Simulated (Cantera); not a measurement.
Cantera run:

```python
import numpy as np
import cantera as ct

gas_names = [...]  # 87 gases of nasa_gas.yaml made of C, H, Si
cond_names = """
    C(gr) C6H6(L) C7H8(L) C8H18(L),n-octa Si(cr) Si(L) SiC(b)
""".split()


# ... load() reads the species with a 1 bar reference pressure and builds the phases ...
atoms = {
    'CH3SiH3': {'C': 1, 'H': 6, 'Si': 1},
    'H2': {'H': 2},
    'CH4': {'C': 1, 'H': 4},
}
top_T = {'C(gr)': 4500, 'SiC(b)': 3050}  # K; cautious upper limits of use, not melting points


# ... equilibrate(T, P, feed) seeds the gas with the atoms and calls Mixture.equilibrate('TP', solver="vcs", rtol=1e-11, max_steps=5000) ...
results = []
feed = {'CH3SiH3': 1, 'H2': 1.8, 'CH4': 0.77}  # mol
P = 140  # Pa
for T in [1400, 1450, 1500, 1550, 1600, 1650, 1700, 1750, 1800, 1850, 1900, 1950, 2000, 2050]:
    mix = equilibrate(T, P, feed)
    results.append((T, P, feed, dict(zip(mix.species_names, mix.species_moles))))

top = {s: max(r[3][s] / sum(r[3][g] for g in gas_names) for r in results) for s in gas_names}
cols = sorted((s for s in top if top[s] > 0.001), key=lambda s: -top[s])[:7]
seen = [c for c in cond_names if any(r[3].get(c, 0) > 1e-12 for r in results)]
print("log10 of partial pressures in bar; condensed amounts in mol")
print(f"{'T/K':>10s}" + "".join(f"{s[:9]:>10s}" for s in cols + seen))
for T, P, feed, n in results:
    ng = sum(n[g] for g in gas_names)
    print(f"{T:10.4g}" + "".join(f"{np.log10(max(n[s] / ng * P / 1e5, 1e-99)):10.3f}" for s in cols)
          + "".join(f"{n.get(c, 0):10.4g}" for c in seen))
```

It prints:

```
log10 of partial pressures in bar; condensed amounts in mol
       T/K        H2         H        Si     C(gr)    SiC(b)
      1400    -2.854    -6.740   -11.404    0.7699         1
      1450    -2.854    -6.451   -10.737    0.7699         1
      1500    -2.854    -6.181   -10.115    0.7699         1
      1550    -2.854    -5.929    -9.534    0.7698         1
      1600    -2.855    -5.692    -8.989    0.7696         1
      1650    -2.855    -5.469    -8.478    0.7694         1
      1700    -2.856    -5.259    -7.997    0.7691    0.9999
      1750    -2.857    -5.062    -7.544    0.7687    0.9999
      1800    -2.858    -4.875    -7.116    0.7681    0.9996
      1850    -2.860    -4.699    -6.712    0.7676     0.999
      1900    -2.863    -4.532    -6.329    0.7674    0.9976
      1950    -2.868    -4.375    -5.967    0.7683    0.9945
      2000    -2.874    -4.226    -5.622    0.7717    0.9875
      2050    -2.882    -4.085    -5.295    0.7809    0.9728
```

Equilibrium computed with Cantera from the NASA thermochemical tables; the gas is ideal and each condensed phase is pure. The feed counts by its element totals alone.
